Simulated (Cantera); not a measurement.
Input: 1 mol Fe, 2.8 mol CO2, a varied amount of CO, at 1252 °C and 10.0 mbar.

Equilibrium computed with Cantera from the NASA thermochemical tables; the gas is ideal and each condensed phase is pure. Candidate condensed phases: C, Fe, Fe(CO)5, FeO, Fe2O3, Fe3O4; 15 gas species. Mutual solubility and eutectic melting of coexisting phases are not modelled. The tables' stoichiometric FeO is somewhat more stable than real wüstite, so its field is too wide. FeO: taken at fixed stoichiometry. Rates play no part.

Question: Which condensed phases are stable at each of these points (n(CO) (mol)): 5.9, 13, 19, 26, 33, 40, 46, 53, 60, 67, 73, 80, 87?

Answer: 
```json
[
 {"n(CO) (mol)": "5.9", "condensed phases": "FeO(s)", "Fe condensed (%)": "100.0"},
 {"n(CO) (mol)": "13", "condensed phases": "Fe(γ) + FeO(s)", "Fe condensed (%)": "100.0"},
 {"n(CO) (mol)": "19", "condensed phases": "Fe(γ)", "Fe condensed (%)": "99.9"},
 {"n(CO) (mol)": "26", "condensed phases": "Fe(γ)", "Fe condensed (%)": "99.9"},
 {"n(CO) (mol)": "33", "condensed phases": "Fe(γ)", "Fe condensed (%)": "99.9"},
 {"n(CO) (mol)": "40", "condensed phases": "Fe(γ)", "Fe condensed (%)": "99.9"},
 {"n(CO) (mol)": "46", "condensed phases": "Fe(γ)", "Fe condensed (%)": "99.9"},
 {"n(CO) (mol)": "53", "condensed phases": "Fe(γ)", "Fe condensed (%)": "99.9"},
 {"n(CO) (mol)": "60", "condensed phases": "Fe(γ)", "Fe condensed (%)": "99.8"},
 {"n(CO) (mol)": "67", "condensed phases": "Fe(γ)", "Fe condensed (%)": "99.8"},
 {"n(CO) (mol)": "73", "condensed phases": "Fe(γ)", "Fe condensed (%)": "99.8"},
 {"n(CO) (mol)": "80", "condensed phases": "Fe(γ)", "Fe condensed (%)": "99.8"},
 {"n(CO) (mol)": "87", "condensed phases": "Fe(γ)", "Fe condensed (%)": "99.8"}
]
```

At 5.9 mol CO the condensed part is FeO(s). At 13 mol CO the condensed part is Fe(γ) + FeO(s). From 19 mol CO to 87 mol CO the condensed part is Fe(γ).
